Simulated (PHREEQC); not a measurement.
Consider water at 20 °C with 0.28 mol/kgw H2SO4, 0.126 mol/kgw KCl and 0.162 mol/kgw NaCl. Closed to the air; pH follows from the charge balance.

Equilibrium calculation in PHREEQC: Pitzer model, pitzer.dat.

**Question.** The ionic strength comes out as 0.730 mol/kgw. What activity coefficients do K+, H+, Na+, SO4-2, Cl- get?

**Answer.** K+ 0.66, H+ 0.81, Na+ 0.74, SO4-2 0.068, Cl- 0.62. Single-ion values are on the MacInnes scale.

No solid was allowed to form. Complexes and solids missing from the database can't appear.
